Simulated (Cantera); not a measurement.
A perfectly stirred reactor is fed with 91.1 % CH₄, 8.88 % H₂O, at 15800 Torr; it is held at 1475 K, and followed from long to short residence time.

Cantera simulation using GRI-Mech 3.0 (53 species, 325 reactions); the numbers are that mechanism's predictions, not measurements. GRI-Mech 3.0 stops at C3 and has no aromatics, soot or wall deposition, so with more carbon than oxygen in the feed, carbon stays in small species such as C2H2 where larger ones or solid carbon would form. The pressure lies above the range GRI-Mech 3.0 was tuned for (to about 10 atm).

One state of this run: x CH₄ = 0.589; x H₂O = 0.0747; x C₂H₄ = 0.0620; x CO = 0.00197; x H₂O₂ = <1e-12. x: mole fraction; the columns are a selection and need not sum to one.

Task: Which value of τ (s) does it belong to?
A. 0.017
B. 0.28
C. 0.0095
D. 0.0054

Result: B, 0.28
